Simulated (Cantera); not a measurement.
Charge: 1 mol Cu, 3.8 mol F2, 4.2 mol H2, held at 1175 K and 4.00e-5 bar.

Method: chemical equilibrium by Gibbs-energy minimisation in Cantera with the NASA 1993 tables (ideal gas, pure condensed phases). Candidate condensed phases: Cu, CuF2; 15 gas species. Rates play no part.

Base state: HF 0.950, H2 0.0500, Cu 0.000151, CuF 3.44e-5 (mole fractions); condensed: Cu(s).

**Question.** What changes in the equilibrium state with this change: temperature from 1175 K to 1423 K?

**Answer.** 
| species | before | after |
|---|---|---|
| HF | 0.950 | 0.896 |
| Cu | 0.000151 | 0.0523 |
| H2 | 0.0500 | 0.0486 |
| CuF | 3.44e-5 | 0.00290 |
| Cu2 | 3.20e-9 | 1.21e-5 |
| H | 4.33e-6 | 0.000232 |
| Cu(s), mol | 0.999 | 0 |
| Cu(l), mol | 0 | 0.533 |

**Question.** What changes in the equilibrium state with this change: H2 from 4.2 to 0.38 mol?

**Answer.** 
```json
[
 {"species": "F", "before": "<1e-9", "after": "0.733"},
 {"species": "CuF2", "before": "<1e-9", "after": "0.152"},
 {"species": "HF", "before": "0.950", "after": "0.115"},
 {"species": "H2", "before": "0.0500", "after": "<1e-9"},
 {"species": "Cu", "before": "0.000151", "after": "<1e-9"},
 {"species": "F2", "before": "<1e-9", "after": "0.000116"},
 {"species": "CuF", "before": "3.44e-5", "after": "1.62e-5"},
 {"species": "Cu(s), mol", "before": "0.999", "after": "0"}
]
```
